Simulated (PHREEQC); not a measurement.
**Spent oxide etchant: speciation**

Dissolve 0.0021 mol/kgw HF, 4.3e-05 mol/kgw (NH4)2SiF6 and 0.007 mol/kgw HBF4 at 25 °C. It is in equilibrium with CO2 at log p = 0 (atm). Otherwise closed; pH follows from the charge balance.

Computed with PHREEQC (ion-association model, wateq4f.dat).

```yaml
pH: 2.21
ionic_strength: 0.00687 mol/kgw
total_alkalinity: -30.3 meq/kg
```

```tsv
species	molality	activity	log γ
CO2	0.0340	0.0340	0.001
H+	0.00674	0.00624	-0.034
BF4-	0.00562	0.00513	-0.040
HF	0.00550	0.00551	0.001
H3BO3	0.000917	0.000918	0.001
F-	0.000644	0.000589	-0.039
BF3OH-	0.000375	0.000342	-0.040
BF2(OH)2-	9.30e-5	8.49e-5	-0.040
NH4+	8.60e-5	7.88e-5	-0.038
H2F2	7.90e-5	7.91e-5	0.001
SiF6-2	4.27e-5	3.03e-5	-0.149
HF2-	1.36e-5	1.25e-5	-0.039
HCO3-	2.64e-6	2.43e-6	-0.037
```

No solid was allowed to form. Complexes and solids missing from the database can't appear. SiF6-2 is the database's only silicon fluoride. Real BF4- forms and hydrolyses slowly; the run takes it at equilibrium.
